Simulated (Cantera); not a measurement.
Input: 1 mol CF4, 0.27 mol H2, at 1.00 bar.

Cantera equilibrium calculation (NASA polynomials, part measured and part estimated; ideal gas, pure solids and liquids). Candidate condensed phases: C, C6H6, C7H8, C8H18; 95 gas species. Gases not in the tables: C2F6 and larger saturated fluorocarbons. Equilibrium is a limit: real reactors are often held back by kinetics, nucleation or transport. All values below are at 1875 K.

Base state: CF4 0.612, HF 0.384, CF2 0.00289, CF3 0.000815, F 0.000280, CHF3 2.67e-5 (mole fractions); condensed: C(graphite).

Q: What changes in the equilibrium state with this change: CF4 replaced by CH2F2?

A: 
| species | before | after |
|---|---|---|
| HF | 0.384 | 0.881 |
| H2 | 4.60e-8 | 0.119 |
| H | 1.41e-7 | 0.000226 |
| CF4 | 0.612 | <1e-9 |
| CF3 | 0.000815 | <1e-9 |
| CF2 | 0.00289 | 5.90e-9 |
| C(graphite), mol | 0.133 | 1.000 |
